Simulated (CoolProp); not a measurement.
Values from CoolProp's reference Helmholtz-energy equation of state, Wagner 2002.

Q: Give the vapour pressure (MPa), vapour density (kg/m³), enthalpy of vaporisation (kJ/kg), liquid viscosity (µPa s) of saturated water at 411.7, 484.3 K.

A: 
```
T (K)  p (MPa)  vapour density (kg/m³)  enthalpy of vaporisation (kJ/kg)  liquid viscosity (µPa s)
-----  -------  ----------------------  --------------------------------  ------------------------
411.7    0.347                    1.89                              2150                       199
484.3     1.95                    9.81                              1890                       127
```

Viscosity comes from a separate model (Huber 2009).
